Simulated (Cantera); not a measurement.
Gas mixture: NO : N2 = 0.23 : 0.13 (molar parts), at 560000 Pa, frozen composition.

Cantera's kinetic-theory transport with the Lennard-Jones parameters of GRI-Mech 3.0, ideal gas; thermal conductivity in the multicomponent form. The composition is frozen, though it would react at the higher temperatures.

One state of this run: ρ (kg/m³) = 3.03; cp (J/kg/K) = 1065; μ (µPa s) = 31.9; λ (mW/m/K) = 48.0; Pr = 0.707; D (cm²/s) CO2 = 0.112; D (cm²/s) H2 = 0.517; D (cm²/s) CH3 = 0.155. D: mixture-averaged diffusion coefficient of that species in the mixture.

Q: Which value of T (K) does it belong to?
(A) 1900
(B) 900
(C) 2400
(D) 650

A: D, 650
